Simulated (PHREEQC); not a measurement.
Make-up at 30 °C: 0.2 mol HF and 0.0042 mol NH3 per kg of water. It is in equilibrium with CO2 at log p = -3.5 (atm). Otherwise closed; pH follows from the charge balance.

Computed with PHREEQC (ion-association model, phreeqc.dat).

| quantity | before | after |
|---|---|---|
| pH | 1.93 | 1.94 |
| ionic strength (mol/kgw) | 0.0175 | 0.0169 |
| HCO3- (mol/kgw) | 4.22e-10 | 4.07e-10 |
| NH3 (mol/kgw) | 2.46e-10 | 3.60e-10 |

**Question.** Name the change that produced these shifts.
A. temperature from 30 to 35 °C
B. HF left out
C. diluted 100-fold with water
D. HF replaced by HBF4 at the same molality

**Answer.** A, temperature from 30 to 35 °C

Precipitation was switched off in this run.
